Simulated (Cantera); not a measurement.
Cantera run:

```python
import numpy as np
import cantera as ct

gas_names = """
    H HO2 H2 H2O H2O2 O OH O2 O3 Si SiH SiH2 SiH3 SiH4 SiO SiO2 Si2 Si3
""".split()
cond_names = """
    H2O(s) H2O(L) Si(cr) Si(L) SiO2(Lqz) SiO2(hqz) SiO2(L)
""".split()


def load(file, names, dense=False):
    # The tables refer to 1 bar. Condensed volumes are neglected.
    table = {s.name: s for s in ct.Species.list_from_file(file)}
    out = []
    for n in names:
        d = dict(table[n].input_data)
        d["thermo"] = dict(d["thermo"], **{"reference-pressure": 1e5})
        if dense:
            d["equation-of-state"] = {"model": "constant-volume", "density": "1e6 g/cm^3"}
        out.append(ct.Species.from_dict(d))
    return out


gas = ct.Solution(thermo="ideal-gas", species=load("nasa_gas.yaml", gas_names))
cond = {s.name: ct.Solution(thermo="fixed-stoichiometry", species=[s], name=s.name)
        for s in load("nasa_condensed.yaml", cond_names, dense=True)}
atoms = {
    'SiO2': {'Si': 1, 'O': 2},
    'H2': {'H': 2},
}
top_T = {}  # K; cautious upper limits of use, not melting points


def equilibrate(T, P, feed):
    n = {}
    for name, mol in feed.items():
        for a, k in atoms[name].items():
            n[a] = n.get(a, 0.0) + k * mol
    gas.TPX = T, P, n
    mass = sum(n.values()) * gas.mean_molecular_weight
    gas.equilibrate("TP")
    valid = [c for c in cond.values() if c.min_temp <= T <= top_T.get(c.name, c.max_temp)]
    mix = ct.Mixture([(gas, mass / gas.mean_molecular_weight)] + [(c, 0.0) for c in valid])
    mix.T, mix.P = T, P
    mix.equilibrate("TP", solver="vcs", rtol=1e-11, max_steps=5000)
    return mix


results = []
feed = {'SiO2': 1, 'H2': 0.053}  # mol
T = 1873.15  # K
P = 101325  # Pa
mix = equilibrate(T, P, feed)
results.append((T, P, feed, dict(zip(mix.species_names, mix.species_moles))))
print(gas.report(threshold=0.0001))
for i in range(1, mix.n_phases):
    print(f"{mix.phase(i).name:16s} {mix.phase_moles(i):12.5e} mol")
```

It prints:

```
       temperature   1873.2 K
          pressure   1.0133e+05 Pa
           density   0.01421 kg/m^3
  mean mol. weight   2.1842 kg/kmol
   phase of matter   gas

                          1 kg             1 kmol
                     ---------------   ---------------
          enthalpy        2.1922e+07        4.7881e+07  J
   internal energy        1.4792e+07        3.2307e+07  J
           entropy             85596        1.8696e+05  J/K
    Gibbs function       -1.3841e+08       -3.0231e+08  J
 heat capacity c_p             15480             33811  J/K
 heat capacity c_v             11673             25496  J/K

                      mass frac. Y      mole frac. X     chem. pot. / RT
                     ---------------   ---------------   ---------------
                 H        0.00029529        0.00063985           -9.6335
                H2           0.91705           0.99355           -19.267
               H2O          0.023978         0.0029071           -48.542
               SiO          0.058676         0.0029071           -41.699
     [  +14 minor]        2.7021e-06        2.3597e-07

Si(L)             0.00000e+00 mol
SiO2(L)           9.99845e-01 mol
```

These are equilibrium values from Cantera (NASA tables, ideal gas, pure condensed phases), not measurements of a reactor. The tables hold silica as quartz up to 1696 K and as liquid above; real silica turns to tridymite and cristobalite and melts near 1996 K.
